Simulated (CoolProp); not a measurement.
Vapour-liquid equilibrium of n-butane (1) + n-decane (2) at 77.25 °C; x and y are mole fractions of (1).

Model: multi-fluid Helmholtz-energy mixture model, Bücker 2006 and Lemmon 2006; pair parameters Kunz 2012, in CoolProp.

| x | bubble pressure, mixture model (kPa) | bubble pressure, Raoult's law (kPa) | y, mixture model | y, Raoult's law |
|---|---|---|---|---|
| 0.05 | 51.28 | 51.04 | 0.931 | 0.933 |
| 0.15 | 143.4 | 145.9 | 0.976 | 0.979 |
| 0.25 | 232.9 | 240.8 | 0.986 | 0.989 |
| 0.35 | 321.0 | 335.7 | 0.990 | 0.993 |
| 0.45 | 408.9 | 430.6 | 0.993 | 0.995 |
| 0.55 | 497.7 | 525.5 | 0.995 | 0.997 |
| 0.65 | 588.6 | 620.4 | 0.996 | 0.998 |
| 0.75 | 683.2 | 715.3 | 0.997 | 0.999 |
| 0.85 | 783.7 | 810.2 | 0.998 | 0.999 |
| 0.95 | 893.1 | 905.1 | 0.999 | 1.000 |

The largest gap from Raoult's law is -5.3 % in bubble pressure, at x = 0.55. No azeotrope shows between x = 0.05 and 0.95.

The pair parameters rest on a limited set of measurements; away from them the model extrapolates. The gap from Raoult's law changes sign with composition, which may be real or a fault of the pair parameters; it wasn't checked against measurements.
